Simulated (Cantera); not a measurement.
A perfectly stirred reactor is fed with CH4 : C2H6 : O2 : N2 = 1 : 0.23 : 4.68 : 21 (molar parts), equivalence ratio 0.60, at 5.00 bar; it is adiabatic with a 350 K inlet, and is followed from long to short residence time, starting on the burning branch (τ in s: 0.092, 0.031, 0.01, 0.0035, 0.0012, 0.00039, 0.00013, 4.4e-05, 1.5e-05, 5e-06).

Model: GRI-Mech 3.0 (53 species, 325 reactions), integrated in Cantera.

x: mole fraction; the columns are a selection and need not sum to one.

| τ (s) | T (K) | x CH4 | x C2H6 | x O2 | x CH2 | x NO | x C2H4 | x CH2CO |
|---|---|---|---|---|---|---|---|---|
| 0.092 | 1566 | 1.24e-5 | 7.07e-7 | 0.0695 | 7.92e-9 | 1.82e-6 | [?] | 1.38e-6 |
| 0.031 | 1563 | 2.64e-5 | 1.56e-6 | 0.0696 | 2.22e-8 | 1.91e-6 | [?] | 2.98e-6 |
| 0.010 | 1557 | 5.97e-5 | 3.62e-6 | 0.0700 | 6.22e-8 | 1.74e-6 | [?] | 6.57e-6 |
| 0.0035 | 1542 | 0.000138 | 8.43e-6 | 0.0709 | 1.53e-7 | 1.25e-6 | [?] | 1.39e-5 |
| 0.0012 | 350 | 0.0372 | 0.00855 | 0.174 | <1e-12 | <1e-12 | <1e-12 | <1e-12 |
| 0.00039 | 350 | 0.0372 | 0.00855 | 0.174 | <1e-12 | <1e-12 | <1e-12 | <1e-12 |
| 0.00013 | 350 | 0.0372 | 0.00855 | 0.174 | <1e-12 | <1e-12 | <1e-12 | <1e-12 |
| 4.4e-5 | 350 | 0.0372 | 0.00855 | 0.174 | <1e-12 | <1e-12 | <1e-12 | <1e-12 |
| 1.5e-5 | 350 | 0.0372 | 0.00855 | 0.174 | <1e-12 | <1e-12 | <1e-12 | <1e-12 |
| 5.0e-6 | 350 | 0.0372 | 0.00855 | 0.174 | <1e-12 | <1e-12 | <1e-12 | <1e-12 |

### Question
Some entries are withheld; supply them.

### Answer

- 0.092, x C2H4: 2.55e-6
- 0.031, x C2H4: 5.37e-6
- 0.010, x C2H4: 1.14e-5
- 0.0035, x C2H4: 2.34e-5
